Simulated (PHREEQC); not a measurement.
**Acid mine or pickling water: speciation**

A made-up water analysis in mg/L, 35 °C, pH 2.06, pe 10.7: Na 95.5; K 16.9; Ca 60.5; Mg 30.1; Cl 125; S(6) as SO4 1170; Cu(2) 6.62; Mn(2) 13.4; Al 0.0351; Cd 8.94.

Valence states are taken as typed.

All values are PHREEQC results (ion-association model, phreeqc.dat), not measurements.

No solid was allowed to form.

Q: Estimate the ionic strength, specific conductance, charge-balance error.

A: ionic strength 0.0290 mol/kgw; specific conductance 5960 µS/cm; charge-balance error -6.3 %.

Q: In which forms is K present?

A: K+ 97 %, KSO4- 2.8 % of the K.
